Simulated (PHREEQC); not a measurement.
1.8 g of hydrous ferric oxide (600 m²/g; 0.2 weak and 0.005 strong sites per Fe, Dzombak-Morel constants, diffuse double layer) in 1 kg of water with 0.01 mol/kgw of an inert sodium salt and 0.0021 mol/kgw CaCl2 and 0.00037 mol/kgw BaCl2, at 25 °C; the pH is set by adding NaOH or the inert anion's acid. O2 is buffered at 0.21 atm. The system is closed to CO2. No solid was allowed to form.

Base run: PHREEQC, ion-association model, wateq4f.dat. Each further column changes one thing. The table gives Ba sorbed (%).

```tsv
pH	base	no electrostatic term (-no_edl)	background salt from 0.01 to 0.001 mol/kgw	oxide from 1.8 to 9 g/kgw	0.013 mol/kgw ZnCl2 added
4	0.0	(withheld)	0.0	0.0	0.0
4.38	0.0	1.7	0.0	0.0	0.0
4.75	0.0	3.2	0.0	0.0	0.0
5.5	0.1	6.8	0.0	(withheld)	0.0
5.88	0.2	8.0	0.2	1.0	0.0
6.25	0.7	8.6	0.6	3.4	0.0
6.62	2.1	8.9	(withheld)	(withheld)	0.0
7.38	7.7	9.5	7.7	33.0	0.0
7.75	9.1	10.3	9.2	(withheld)	0.0
8.12	10.6	11.8	10.8	53.4	0.0
8.5	13.3	14.2	13.6	73.1	0.0
9.25	22.1	18.8	22.6	97.6	0.0
9.62	27.2	19.9	27.9	(withheld)	0.0
10	31.8	19.8	32.6	99.9	0.1
```

Problem. Fill in the missing entries.

Solution. 
- 4, no electrostatic term (-no_edl): 0.8
- 5.5, oxide from 1.8 to 9 g/kgw: 0.3
- 6.62, background salt from 0.01 to 0.001 mol/kgw: 2.0
- 6.62, oxide from 1.8 to 9 g/kgw: 10.0
- 7.75, oxide from 1.8 to 9 g/kgw: 41.3
- 9.62, oxide from 1.8 to 9 g/kgw: 99.5

 In at least one series the solution becomes supersaturated in solids that the run did not let form, among them Zincite(c), Zn5(OH)8Cl2.
